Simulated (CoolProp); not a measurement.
Octamethylcyclotetrasiloxane (D4) along the isobar 7.85 MPa: density (kg/m³) from the reference equation and from simpler models built on Tc = 586.5 K, pc = 1.347 MPa, ω = 0.598; each cubic takes its own stable root.

Computed with CoolProp (reference Helmholtz-energy equation of state, Thol 2015).

| T (K) | phase | reference | van der Waals | Redlich-Kwong | Soave-Redlich-Kwong | Peng-Robinson |
|---|---|---|---|---|---|---|
| 412.6 | liquid | 838.6 | 528.3 | 739.6 | 776.1 | 870.9 |
| 423.1 | liquid | 827.1 | 524.6 | 731.7 | 767.7 | 861.5 |
| 433.5 | liquid | 815.7 | 520.9 | 723.7 | 759.0 | 851.9 |
| 444 | liquid | 804.1 | 517.2 | 715.6 | 750.0 | 841.8 |
| 454.5 | liquid | 792.4 | 513.4 | 707.3 | 740.7 | 831.3 |
| 464.9 | liquid | 780.7 | 509.6 | 699.1 | 731.2 | 820.5 |
| 475.4 | liquid | 768.9 | 505.8 | 690.6 | 721.3 | 809.3 |
| 485.9 | liquid | 756.9 | 501.9 | 682.1 | 711.0 | 797.6 |
| 496.3 | liquid | 745.0 | 498.1 | 673.6 | 700.5 | 785.6 |
| 506.8 | liquid | 732.8 | 494.2 | 664.9 | 689.6 | 773.0 |
| 517.3 | liquid | 720.5 | 490.3 | 656.1 | 678.4 | 760.1 |
| 527.7 | liquid | 708.1 | 486.3 | 647.3 | 666.9 | 746.8 |
